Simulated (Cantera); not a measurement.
**Transport properties of process gases**

Gas mixture: CH3OH : C2H4 : CO2 : C2H6 = 1 : 0.9 : 0.66 : 0.71 (molar parts), at 97.5 Torr, frozen composition.

Cantera's kinetic-theory transport with the Lennard-Jones parameters of GRI-Mech 3.0, ideal gas; thermal conductivity in the mixture-averaged form. Polar gases are described roughly by these parameters. The composition is frozen, though it would react at the higher temperatures.

```
T (K)  ρ (kg/m³)  cp (J/kg/K)  μ (µPa s)  λ (mW/m/K)     Pr  D (cm²/s) NH3  D (cm²/s) NO  D (cm²/s) H2O
-----  ---------  -----------  ---------  ----------  -----  -------------  ------------  -------------
400        0.129         1600       14.3        30.5  0.753           2.10          2.02           2.16
500        0.103         1859       17.6        43.3  0.757           3.25          3.02           3.37
600       0.0858         2098       20.7        57.0  0.763           4.62          4.16           4.80
700       0.0736         2301       23.6        70.8  0.767           6.18          5.44           6.44
800       0.0644         2469       26.3        84.7  0.768           7.92          6.85           8.27
900       0.0572         2614       28.9        98.3  0.768           9.82          8.38           10.3
1000      0.0515         2761       31.3         112  0.775           11.9          10.0           12.5
1100      0.0468         2877       33.7         125  0.777           14.1          11.8           14.8
```
D: mixture-averaged diffusion coefficient of that species in the mixture.
